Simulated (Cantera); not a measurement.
An adiabatic, constant-volume homogeneous reactor starts with 32.1 % CO, 3.21 % H2, 13.6 % O2, 51.1 % N2, equivalence ratio 1.3, at 1075 K and 570 Torr.

Detailed kinetics in Cantera: GRI-Mech 3.0 (53 species, 325 reactions).

x: mole fraction; the columns are a selection and need not sum to one.

```json
[
 {"t (s)": "5.00e-6", "T (K)": "1075", "P (bar)": "0.760", "x CO": "0.321", "x H2": "0.0321", "x O2": "0.136", "x H2O": "6.52e-11", "x HO2": "1.09e-10"},
 {"t (s)": "1.82e-5", "T (K)": "1075", "P (bar)": "0.760", "x CO": "0.321", "x H2": "0.0321", "x O2": "0.136", "x H2O": "1.52e-9", "x HO2": "___"},
 {"t (s)": "6.60e-5", "T (K)": "1075", "P (bar)": "0.760", "x CO": "0.321", "x H2": "0.0321", "x O2": "0.136", "x H2O": "8.84e-8", "x HO2": "___"},
 {"t (s)": "0.000240", "T (K)": "1153", "P (bar)": "0.812", "x CO": "0.314", "x H2": "0.0243", "x O2": "0.128", "x H2O": "0.00536", "x HO2": "___"},
 {"t (s)": "0.000871", "T (K)": "2839", "P (bar)": "1.82", "x CO": "0.159", "x H2": "0.00296", "x O2": "0.0280", "x H2O": "0.0257", "x HO2": "___"},
 {"t (s)": "0.00316", "T (K)": "2831", "P (bar)": "1.81", "x CO": "0.159", "x H2": "0.00300", "x O2": "0.0254", "x H2O": "0.0260", "x HO2": "3.71e-6"},
 {"t (s)": "0.0115", "T (K)": "2831", "P (bar)": "1.81", "x CO": "0.159", "x H2": "0.00300", "x O2": "0.0253", "x H2O": "0.0260", "x HO2": "3.69e-6"},
 {"t (s)": "0.0417", "T (K)": "2831", "P (bar)": "1.81", "x CO": "0.159", "x H2": "0.00300", "x O2": "0.0253", "x H2O": "0.0260", "x HO2": "3.69e-6"},
 {"t (s)": "0.152", "T (K)": "2831", "P (bar)": "1.81", "x CO": "0.159", "x H2": "0.00300", "x O2": "0.0253", "x H2O": "0.0260", "x HO2": "3.69e-6"},
 {"t (s)": "0.551", "T (K)": "2831", "P (bar)": "1.81", "x CO": "0.159", "x H2": "0.00300", "x O2": "0.0253", "x H2O": "0.0260", "x HO2": "3.69e-6"},
 {"t (s)": "2.00", "T (K)": "2831", "P (bar)": "1.81", "x CO": "0.159", "x H2": "0.00300", "x O2": "0.0253", "x H2O": "0.0260", "x HO2": "3.69e-6"}
]
```

Task: Complete the blanks.

Result: 
- 1.82e-5, x HO2: 1.26e-9
- 6.60e-5, x HO2: 6.52e-8
- 0.000240, x HO2: 4.74e-5
- 0.000871, x HO2: 4.03e-6
